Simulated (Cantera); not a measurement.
Adiabatic ignition

An adiabatic, constant-pressure homogeneous reactor starts with CH4 : O2 : N2 = 1 : 2.56 : 9.64 (molar parts), equivalence ratio 0.78, at 1475 K and 255 Torr.

Model: GRI-Mech 3.0 (53 species, 325 reactions), integrated in Cantera.

| t (s) | T (K) | x CH4 | x O2 | x C2H | x CO | x C2H6 | x CH2CO | x CH2 |
|---|---|---|---|---|---|---|---|---|
| 6.00e-6 | 1475 | 0.0758 | 0.194 | <1e-12 | <1e-12 | <1e-12 | <1e-12 | <1e-12 |
| 1.53e-5 | 1475 | 0.0758 | 0.194 | <1e-12 | 3.46e-12 | 3.32e-12 | <1e-12 | <1e-12 |
| 3.91e-5 | 1475 | 0.0758 | 0.194 | <1e-12 | 4.97e-11 | 6.39e-11 | <1e-12 | <1e-12 |
| 9.99e-5 | 1475 | 0.0758 | 0.194 | <1e-12 | 8.50e-10 | 1.30e-9 | <1e-12 | <1e-12 |
| 0.000255 | 1475 | 0.0757 | 0.194 | <1e-12 | 1.88e-8 | 3.31e-8 | <1e-12 | 6.00e-12 |
| 0.000651 | 1475 | 0.0757 | 0.194 | <1e-12 | 6.93e-7 | 1.35e-6 | 1.35e-10 | 1.04e-10 |
| 0.00166 | 1477 | 0.0748 | 0.193 | <1e-12 | 6.27e-5 | 8.47e-5 | 1.40e-7 | 3.66e-9 |
| 0.00424 | 2486 | <1e-12 | 0.0509 | <1e-12 | 0.0265 | <1e-12 | <1e-12 | <1e-12 |
| 0.0108 | 2580 | <1e-12 | 0.0469 | <1e-12 | 0.0227 | <1e-12 | <1e-12 | <1e-12 |
| 0.0277 | 2575 | <1e-12 | 0.0447 | <1e-12 | 0.0226 | <1e-12 | <1e-12 | <1e-12 |
| 0.0706 | 2574 | <1e-12 | 0.0443 | <1e-12 | 0.0226 | <1e-12 | <1e-12 | <1e-12 |
| 0.180 | 2574 | <1e-12 | 0.0443 | <1e-12 | 0.0226 | <1e-12 | <1e-12 | <1e-12 |
| 0.460 | 2574 | <1e-12 | 0.0443 | <1e-12 | 0.0226 | <1e-12 | <1e-12 | <1e-12 |
| 1.18 | 2574 | <1e-12 | 0.0443 | <1e-12 | 0.0226 | <1e-12 | <1e-12 | <1e-12 |
| 3.00 | 2574 | <1e-12 | 0.0443 | <1e-12 | 0.0226 | <1e-12 | <1e-12 | <1e-12 |
x: mole fraction; the columns are a selection and need not sum to one.

time of steepest temperature rise: 3.19 ms
temperature at 3.00 s: 2574 K
equilibrium temperature: 2574 K
x(CH4) at 3.00 s: <1e-12 (gas-phase equilibrium <1e-12)
x(O2) at 3.00 s: 0.0443 (gas-phase equilibrium 0.0443)
x(C2H) at 3.00 s: <1e-12 (gas-phase equilibrium <1e-12)
